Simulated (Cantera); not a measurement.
Silicon epitaxy and polysilicon growth: Si2H6 + Cl2 + H2

Feed: 1 mol Si2H6, 0.93 mol Cl2, 210 mol H2, at 923 K and 0.700 bar.

Equilibrium computed with Cantera from the NASA thermochemical tables; the gas is ideal and each condensed phase is pure. Candidate condensed phases: Si; 19 gas species. The feed counts by its element totals alone. Kinetics and transport are ignored.

* **x(H2)**: 0.996
* **x(HCl)**: 0.00184
* **x(SiHCl3)**: 0.00125
* **x(SiCl4)**: 0.000650
* **x(SiH2Cl2)**: 0.000236
* **x(SiH3Cl)**: 1.10e-5
* **x(SiCl3)**: 8.90e-6
* **x(SiCl2)**: 4.91e-6
* **n(Si(s))**: 1.54 mol
* **gas amount**: 213.5 mol
